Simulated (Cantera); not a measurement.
Charge: 1 mol Pb, 0.0094 mol O2, 4.9 mol H2, held at 1800 K and 270 Pa.

These are equilibrium values from Cantera (NASA tables, ideal gas, pure condensed phases), not measurements of a reactor. Candidate condensed phases: H2O, Pb, PbO, PbO2, Pb3O4; 12 gas species. Kinetics and transport are ignored.

Base state: H2 0.822, Pb 0.169, H 0.00625, H2O 0.00317 (mole fractions); condensed: gas only.

What changes in the equilibrium state with this change: temperature from 1800 K to 1000 K?


```json
[
 {"species": "H2", "before": "0.822", "after": "0.990"},
 {"species": "Pb", "before": "0.169", "after": "0.00600"},
 {"species": "H2O", "before": "0.00317", "after": "0.00381"},
 {"species": "H", "before": "0.00625", "after": "4.35e-8"},
 {"species": "Pb(l), mol", "before": "0", "after": "0.970"}
]
```
